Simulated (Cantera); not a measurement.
Charge: 1 mol c-C4F8, 0.26 mol HCl, 1.2 mol H2, equilibrated at 1300 °C.

Method: chemical equilibrium by Gibbs-energy minimisation in Cantera with the NASA 1993 tables (ideal gas, pure condensed phases). Candidate condensed phases: C, C6H6, C7H8, C8H18; 118 gas species. The feed counts by its element totals alone. Gases not in the tables: C2F6 and larger saturated fluorocarbons. Equilibrium is a limit: real reactors are often held back by kinetics, nucleation or transport.

x: gas mole fraction; n: condensed amount in mol.

```json
[
 {"P (Pa)": "1", "x HF": "0.606", "x CF4": "0.287", "x Cl": "0.0592", "x HCl": "7.77e-5", "x F": "0.0264", "x CF2": "0.0205", "x Cl2": "?", "n C(graphite)": "2.65"},
 {"P (Pa)": "5.20", "x HF": "0.618", "x CF4": "0.304", "x Cl": "0.0601", "x HCl": "0.000273", "x F": "0.00777", "x CF2": "0.00923", "x Cl2": "?", "n C(graphite)": "2.65"},
 {"P (Pa)": "27", "x HF": "0.622", "x CF4": "0.310", "x Cl": "0.0597", "x HCl": "0.000934", "x F": "0.00227", "x CF2": "0.00409", "x Cl2": "?", "n C(graphite)": "2.66"},
 {"P (Pa)": "140", "x HF": "0.623", "x CF4": "0.314", "x Cl": "0.0568", "x HCl": "0.00305", "x F": "0.000662", "x CF2": "0.00181", "x Cl2": "?", "n C(graphite)": "2.66"},
 {"P (Pa)": "720", "x HF": "0.622", "x CF4": "0.318", "x Cl": "0.0482", "x HCl": "0.00880", "x F": "0.000195", "x CF2": "0.000802", "x Cl2": "?", "n C(graphite)": "2.65"},
 {"P (Pa)": "3700", "x HF": "0.618", "x CF4": "0.323", "x Cl": "0.0321", "x HCl": "0.0198", "x F": "5.73e-5", "x CF2": "0.000357", "x Cl2": "?", "n C(graphite)": "2.64"},
 {"P (Pa)": "19000", "x HF": "0.612", "x CF4": "0.330", "x Cl": "0.0159", "x HCl": "0.0330", "x F": "1.69e-5", "x CF2": "0.000159", "x Cl2": "?", "n C(graphite)": "2.63"},
 {"P (Pa)": "100000", "x HF": "0.606", "x CF4": "0.334", "x Cl": "0.00623", "x HCl": "0.0443", "x F": "4.87e-6", "x CF2": "6.98e-5", "x Cl2": "?", "n C(graphite)": "2.62"}
]
```

Q: Some entries are withheld; supply them.

A: 
- 1, x Cl2: 4.02e-6
- 5.20, x Cl2: 2.16e-5
- 27, x Cl2: 0.000110
- 140, x Cl2: 0.000519
- 720, x Cl2: 0.00192
- 3700, x Cl2: 0.00437
- 19000, x Cl2: 0.00554
- 100000, x Cl2: 0.00446
